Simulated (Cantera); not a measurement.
**NO annealing gas**

An isothermal, constant-pressure homogeneous reactor starts with NO : N2 = 2.8 : 0.11 (molar parts), at 1850 K and 0.0132 atm.

Model: GRI-Mech 3.0 (53 species, 325 reactions), integrated in Cantera. Radical loss at walls, strong at low pressure, is not modelled.

| t (s) | x NO | x O | x O2 | x NO2 | x N2 |
|---|---|---|---|---|---|
| 1.00e-5 | 0.962 | 4.42e-8 | 1.97e-12 | 4.21e-12 | 0.0378 |
| 5.28e-5 | 0.962 | 2.33e-7 | 5.47e-11 | 1.17e-10 | 0.0378 |
| 0.000278 | 0.962 | 1.23e-6 | 1.52e-9 | 3.23e-9 | 0.0378 |
| 0.00147 | 0.962 | 6.45e-6 | 4.23e-8 | 8.73e-8 | 0.0378 |
| 0.00775 | 0.962 | 3.34e-5 | 1.23e-6 | 2.09e-6 | 0.0378 |
| 0.0409 | 0.962 | 0.000155 | 4.94e-5 | 2.22e-5 | 0.0379 |
| 0.216 | 0.960 | 0.000286 | 0.00101 | 3.55e-5 | 0.0388 |
| 1.14 | 0.947 | 0.000322 | 0.00708 | 4.77e-5 | 0.0449 |
| 6.00 | 0.881 | 0.000451 | 0.0401 | 9.07e-5 | 0.0781 |
x: mole fraction; the columns are a selection and need not sum to one.

Equilibrium at this temperature and pressure: NO 0.00600, O 0.00116, O2 0.477, NO2 2.36e-6, N2 0.516 (gas phase only).
